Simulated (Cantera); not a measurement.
A perfectly stirred reactor is fed with CO : H2 : CH4 : O2 : N2 = 1 : 0.19 : 0.8 : 3.92 : 14.7 (molar parts), equivalence ratio 0.56, at 3.26 atm; it is adiabatic with a 648 K inlet, and is followed from long to short residence time, starting on the burning branch (τ in s: 0.079, 0.038, 0.018, 0.0089, 0.0043, 0.0021, 0.001, 0.00048, 0.00023, 0.00011, 5.4e-05).

Detailed kinetics in Cantera: GRI-Mech 3.0 (53 species, 325 reactions).

Question: Predict: blow-out, bracketed by the residence times tried; x(CO) at τ = 79.0 ms; x(H2) at τ = 79.0 ms; x(CH4) at τ = 79.0 ms; x(NO2) at τ = 79.0 ms; x(NO) at τ = 79.0 ms; x(CO) at τ = 2.10 ms; x(H2) at τ = 2.10 ms; x(CH4) at τ = 2.10 ms; x(NO2) at τ = 2.10 ms; x(NO) at τ = 2.10 ms.

Answer: 
```
Property                                                                           Value
------------------------------------------------  --------------------------------------
blow-out, bracketed by the residence times tried  burning at 54.0 µs, the shortest tried
x(CO) at τ = 79.0 ms                                                            0.000324
x(H2) at τ = 79.0 ms                                                             5.24e-5
x(CH4) at τ = 79.0 ms                                                            2.76e-6
x(NO2) at τ = 79.0 ms                                                            2.94e-7
x(NO) at τ = 79.0 ms                                                            0.000120
x(CO) at τ = 2.10 ms                                                             0.00295
x(H2) at τ = 2.10 ms                                                            0.000357
x(CH4) at τ = 2.10 ms                                                            3.54e-5
x(NO2) at τ = 2.10 ms                                                            9.54e-8
x(NO) at τ = 2.10 ms                                                             2.98e-5
```
